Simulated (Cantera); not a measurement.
Input (Python, Cantera) and output of one run.

```python
import numpy as np
import cantera as ct

gas_names = """
    H H2 Si SiH SiH2 SiH3 SiH4 Si2 Si3
""".split()
cond_names = """
    Si(cr) Si(L)
""".split()


# ... load() reads the species with a 1 bar reference pressure and builds the phases ...
atoms = {
    'Si': {'Si': 1},
    'H2': {'H': 2},
}
top_T = {}  # K; cautious upper limits of use, not melting points


# ... equilibrate(T, P, feed) seeds the gas with the atoms and calls Mixture.equilibrate('TP', solver="vcs", rtol=1e-11, max_steps=5000) ...
results = []
feed = {'Si': 1, 'H2': 3.5}  # mol
T = 725  # K
P = 120000  # Pa
mix = equilibrate(T, P, feed)
results.append((T, P, feed, dict(zip(mix.species_names, mix.species_moles))))
x = sorted(zip(gas.X, gas.species_names), reverse=True)
print(f"T = {T:g} K  P = {P:g} Pa  gas = {mix.phase_moles(0):.4g} mol")
print("   x: " + "  ".join(f"{s} {v:.3e}" for v, s in x if v > 0.001))
print("   condensed (mol): " + ("  ".join(f"{mix.phase(i).name} {mix.phase_moles(i):.4g}"
      for i in range(1, mix.n_phases) if mix.phase_moles(i) > 1e-12) or "none"))
```

Output:

```
T = 725 K  P = 120000 Pa  gas = 3.5 mol
   x: H2 1.000e+00
   condensed (mol): Si(cr) 1
```

Method: chemical equilibrium by Gibbs-energy minimisation in Cantera with the NASA 1993 tables (ideal gas, pure condensed phases).
